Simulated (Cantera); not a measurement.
Input: 1 mol TEOS, 1.9 mol CO₂, 0.3 mol H₂, at 575 °C and 9.50 Pa.

Method: chemical equilibrium by Gibbs-energy minimisation in Cantera with the NASA 1993 tables (ideal gas, pure condensed phases). Candidate condensed phases: C, C₆H₆, C₇H₈, C₈H₁₈, H₂O, Si, SiC, SiO₂; 123 gas species. The feed counts by its element totals alone. Kinetics and transport are ignored.

Base state: H₂ 0.640, CO 0.360, CO₂ 0.000279, H₂O 0.000161, CH₄ 2.49e-5 (mole fractions); condensed: C(graphite) + SiO₂(β-quartz).

**Question.** What changes in the equilibrium state with this change: TEOS replaced by HMDSO?

**Answer.** 
```json
[
 {"species": "H₂", "before": "0.640", "after": "0.921"},
 {"species": "CO", "before": "0.360", "after": "0.0791"},
 {"species": "CH₄", "before": "2.49e-5", "after": "5.15e-5"},
 {"species": "CO₂", "before": "0.000279", "after": "1.35e-5"},
 {"species": "H₂O", "before": "0.000161", "after": "5.09e-5"},
 {"species": "C(graphite), mol", "before": "4.11", "after": "7.10"},
 {"species": "SiO₂(β-quartz), mol", "before": "1.00", "after": "2.00"}
]
```
